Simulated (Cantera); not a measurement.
A Cantera script and what it prints.

```python
import numpy as np
import cantera as ct

gas_names = """
    Pb CO2
""".split()
cond_names = """
    C(gr) PbO(rd) PbO(yw) PbO(L)
""".split()


# ... load() reads the species with a 1 bar reference pressure and builds the phases ...
species = {s.name: s for s in load("nasa_gas.yaml", gas_names) + load("nasa_condensed.yaml", cond_names)}
# Each term lists the table entries of one substance; the one whose range holds T is used.
reactions = {
    'C + 2 PbO = 2 Pb(g) + CO2(g)':
        [(-1, ['C(gr)']), (-2, ['PbO(rd)', 'PbO(yw)', 'PbO(L)']), (2, ['Pb']), (1, ['CO2'])],
}


def pick(names, T):
    return next(species[n] for n in names if species[n].thermo.min_temp <= T <= species[n].thermo.max_temp)


results = []
for label, terms in reactions.items():
    print(label)
    print("     T/K   dH/kJ  dS/(J/K)   dG/kJ   log10 K")
    for T in [2148, 2173, 2198, 2223, 2248, 2273, 2298, 2323, 2348, 2373]:
        used = [(nu, pick(names, T)) for nu, names in terms]
        dH = sum(nu * s.thermo.h(T) for nu, s in used) / 1e6
        dS = sum(nu * s.thermo.s(T) for nu, s in used) / 1e3
        dG = dH - T * dS / 1e3
        logK = -dG * 1e6 / (ct.gas_constant * T * np.log(10))
        results.append((label, T, dH, dS, dG, logK, [s.name for _, s in used]))
        print(f"{T:8g} {dH:8.1f} {dS:8.1f} {dG:8.1f} {logK:8.2f}")
```

It prints:

```
C + 2 PbO = 2 Pb(g) + CO2(g)
     T/K   dH/kJ  dS/(J/K)   dG/kJ   log10 K
    2148    302.9    302.5   -346.9     8.44
    2173    301.9    302.1   -354.5     8.52
    2198    300.8    301.6   -362.0     8.60
    2223    299.8    301.1   -369.6     8.68
    2248    298.8    300.7   -377.1     8.76
    2273    297.8    300.2   -384.6     8.84
    2298    296.8    299.8   -392.1     8.91
    2323    295.8    299.4   -399.6     8.98
    2348    294.8    298.9   -407.1     9.06
    2373    293.9    298.5   -414.5     9.12
```

Standard-state values (1 bar) from the NASA 1993 polynomials, evaluated with Cantera. Condensed species are held in their standard states even where they would react or evaporate.
